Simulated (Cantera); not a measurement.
A perfectly stirred reactor is fed with C2H6 : N2 = 1 : 74 (molar parts), at 0.0987 atm; it is held at 1075 K, and followed from long to short residence time.

Detailed kinetics in Cantera: GRI-Mech 3.0 (53 species, 325 reactions). GRI-Mech 3.0 stops at C3 and has no aromatics, soot or wall deposition, so with more carbon than oxygen in the feed, carbon stays in small species such as C2H2 where larger ones or solid carbon would form.

Q: Predict: x(C2H6) at τ = 1.60 s; x(H2) at τ = 1.60 s; x(C2H4) at τ = 1.60 s; x(H) at τ = 1.60 s; x(C2H6) at τ = 0.120 s; x(H2) at τ = 0.120 s; x(C2H4) at τ = 0.120 s; x(H) at τ = 0.120 s.

A: 
| Quantity | Value |
|---|---|
| x(C2H6) at τ = 1.60 s | 0.00484 |
| x(H2) at τ = 1.60 s | 0.00874 |
| x(C2H4) at τ = 1.60 s | 0.00702 |
| x(H) at τ = 1.60 s | 4.91e-7 |
| x(C2H6) at τ = 0.120 s | 0.0122 |
| x(H2) at τ = 0.120 s | 0.00103 |
| x(C2H4) at τ = 0.120 s | 0.00104 |
| x(H) at τ = 0.120 s | 3.23e-7 |
